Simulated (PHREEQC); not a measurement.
Solution (75 °C): 13 mmol/kgw TMAH, 8.8 mmol/kgw CO2 and 2.5 mmol/kgw K2CO3. Closed to the air; pH follows from the charge balance.

Model: ion-association model, wateq4f.dat, run in PHREEQC.

Problem. The ionic strength comes out as 0.0231 mol/kgw. What activity coefficients do CO3-2, K+, HCO3-, OH- get?

Solution. CO3-2 0.54, K+ 0.85, HCO3- 0.86, OH- 0.85.

Precipitation was switched off in this run. (CH3)4N+ isn't in the database: it is added as a free cation with an ion size of 4 Å. Constants without temperature data keep their 25 °C values here.
